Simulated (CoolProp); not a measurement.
Cyclohexane at 422.79 K and 0.453 MPa is compressed adiabatically to 0.946 MPa with isentropic efficiency 0.7. Each further row changes one setting.

The numbers come from the reference Helmholtz-energy equation of state, Zhou 2014 in CoolProp.

```tsv
case	work (kJ/kg)	final phase	final density (kg/m³)
as stated	38.4	two-phase, vapour fraction 0.979	26.4
efficiency 1	26.9	two-phase, vapour fraction 0.937	27.5
efficiency 0.65	41.4	two-phase, vapour fraction 0.990	26.1
```
